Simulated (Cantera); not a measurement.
A perfectly stirred reactor is fed with 0.798 % CH₄, 0.751 % C₂H₆, 1.04 % C₃H₈, 20.4 % O₂, 77.0 % N₂, equivalence ratio 0.46, at 0.987 atm; it is adiabatic with a 800 K inlet, and is followed from long to short residence time, starting on the burning branch (τ in s: 0.17, 0.05, 0.015, 0.0042, 0.0012, 0.00036, 0.00011, 3.1e-05, 9.1e-06).

Cantera simulation using GRI-Mech 3.0 (53 species, 325 reactions); the numbers are that mechanism's predictions, not measurements. GRI-Mech 3.0 was tuned for natural gas; its chemistry of propane as a main component is partial and can be far from experiment.

**Question.** Predict: blow-out, bracketed by the residence times tried; x(CH₄) at τ = 0.170 s; x(C₂H₆) at τ = 0.170 s; x(C₃H₈) at τ = 0.170 s; x(C₂H₄) at τ = 0.170 s; x(O) at τ = 0.170 s; x(CH₄) at τ = 1.20 ms; x(C₂H₆) at τ = 1.20 ms; x(C₃H₈) at τ = 1.20 ms; x(C₂H₄) at τ = 1.20 ms; x(O) at τ = 1.20 ms.

**Answer.** 
```json
{
  "blow_out_bracketed_by_the_residence_times_tried": "burning at 0.110 ms, out at 31.0 µs",
  "x(CH₄) at τ = 0.170 s": "9.11e-7",
  "x(C₂H₆) at τ = 0.170 s": "1.68e-7",
  "x(C₃H₈) at τ = 0.170 s": "2.20e-7",
  "x(C₂H₄) at τ = 0.170 s": "1.41e-6",
  "x(O) at τ = 0.170 s": "0.000171",
  "x(CH₄) at τ = 1.20 ms": "2.29e-5",
  "x(C₂H₆) at τ = 1.20 ms": "5.23e-6",
  "x(C₃H₈) at τ = 1.20 ms": "6.94e-6",
  "x(C₂H₄) at τ = 1.20 ms": "2.03e-5",
  "x(O) at τ = 1.20 ms": "0.00256"
}
```
